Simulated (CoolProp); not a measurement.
Model: reference Helmholtz-energy equation of state, Lemmon 2000, in CoolProp. It is a pseudo-pure fit of the blend.

Task: For dry air, give the phase and the cv (kJ/(kg K)), viscosity (µPa s), conductivity (mW/(m K)), fugacity coefficient at 81.4 K and 14.2 MPa.

Result: 
- 81.4 K and 14.2 MPa: liquid; cv 1.06, viscosity 189, conductivity 149, fugacity coefficient 0.0158

Viscosity comes from a separate model (Lemmon 2004). Thermal conductivity comes from a separate model (Lemmon 2004).
